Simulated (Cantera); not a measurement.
Cantera run, input and output.

```python
import numpy as np
import cantera as ct

gas = ct.Solution("gri30.yaml")
gas.TPX = 1400, 74000, {'CH4': 0.017, 'O2': 0.0014, 'N2': 1}
reactor = ct.IdealGasConstPressureReactor(gas, energy="off", clone=False)
net = ct.ReactorNet([reactor])
net.rtol, net.atol = 1e-08, 1e-18
show = ['CH4', 'O2', 'CO', 'OH', 'C2H']
times = np.geomspace(0.0006, 200, 10)

steps = ct.SolutionArray(gas, extra=["t"])
rows = []
print(f"{'t/s':>10s}{'T/K':>9s}{'P/Pa':>11s}" + "".join(f"{s:>11s}" for s in show))
for t in times:
    while net.time < t:
        t_next = net.step()
        steps.append(gas.state, t=t_next)
    rows.append([np.interp(t, steps.t, y) for y in (steps.T, steps.P, *steps(*show).X.T)])
    print(f"{t:10.3e}{rows[-1][0]:9.1f}{rows[-1][1]:11.4g}" + "".join(f"{x:11.3e}" for x in rows[-1][2:]))
rate = np.gradient(steps.T, steps.t)
print("integrator steps:", len(steps.t))
if steps.T.max() > steps.T[0] + 200:
    print(f"time of steepest temperature rise: {steps.t[rate.argmax()]:.4e} s")
gas.TPX = 1400, 74000, {'CH4': 0.017, 'O2': 0.0014, 'N2': 1}
gas.equilibrate("TP")
print(f"equilibrium (TP): T = {gas.T:.1f} K  " + "  ".join(f"{s} {gas[s].X[0]:.3e}" for s in show))
```

Result:

```
       t/s      T/K       P/Pa        CH4         O2         CO         OH        C2H
 6.000e-04   1400.0    7.4e+04  1.669e-02  1.375e-03  4.596e-12  9.123e-11  8.068e-23
 2.465e-03   1400.0    7.4e+04  1.669e-02  1.375e-03  3.311e-10  1.958e-10  4.353e-20
 1.013e-02   1400.0    7.4e+04  1.668e-02  1.374e-03  3.039e-08  3.962e-10  1.929e-17
 4.160e-02   1400.0    7.4e+04  1.664e-02  1.368e-03  1.556e-06  7.336e-10  3.732e-15
 1.709e-01   1400.0    7.4e+04  1.633e-02  1.313e-03  4.044e-05  1.783e-09  8.455e-13
 7.021e-01   1400.0    7.4e+04  1.430e-02  8.331e-04  3.853e-04  4.065e-09  4.855e-11
 2.884e+00   1400.0    7.4e+04  1.079e-02  4.608e-05  9.507e-04  1.516e-09  9.657e-11
 1.185e+01   1400.0    7.4e+04  7.140e-03  1.663e-10  9.922e-04  1.158e-09  1.434e-10
 4.868e+01   1400.0    7.4e+04  2.889e-03  2.642e-16  1.095e-03  1.088e-09  2.138e-10
 2.000e+02   1400.0    7.4e+04  9.939e-04  1.191e-16  1.526e-03  8.194e-10  2.473e-10
integrator steps: 1751
equilibrium (TP): T = 1400.0 K  CH4 2.217e-04  O2 1.319e-27  CO 2.701e-03  OH 1.243e-15  C2H 2.544e-11
```

Detailed kinetics in Cantera: GRI-Mech 3.0 (53 species, 325 reactions). GRI-Mech 3.0 stops at C3 and has no aromatics, soot or wall deposition, so with more carbon than oxygen in the feed, carbon stays in small species such as C2H2 where larger ones or solid carbon would form.
